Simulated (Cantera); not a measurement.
Feed: 1 mol SiH2Cl2, 2.4 mol H2O, 20 mol N2, at 1875 K and 4100 Pa.

Equilibrium computed with Cantera from the NASA thermochemical tables; the gas is ideal and each condensed phase is pure. Candidate condensed phases: H2O, NH4Cl, Si, SiO2, Si2N2O, Si3N4; 47 gas species. The tables hold silica as quartz up to 1696 K and as liquid above; real silica turns to tridymite and cristobalite and melts near 1996 K. Equilibrium is a limit: real reactors are often held back by kinetics, nucleation or transport.

Problem. What is the equilibrium state?

Solution. 
```
Item                                  Value
--------------------------------  ---------
x(N2)                                 0.818
x(HCl)                               0.0811
x(H2)                                0.0807
x(H2O)                               0.0174
x(SiO)                              0.00101
x(H)                               0.000920
x(Cl)                              0.000700
x(OH)                               1.54e-5
x(NO)                               1.32e-6
n(SiO2(condensed))                0.975 mol
gas amount                        24.44 mol
log10 activity of Si(l) (absent)      -6.72
```
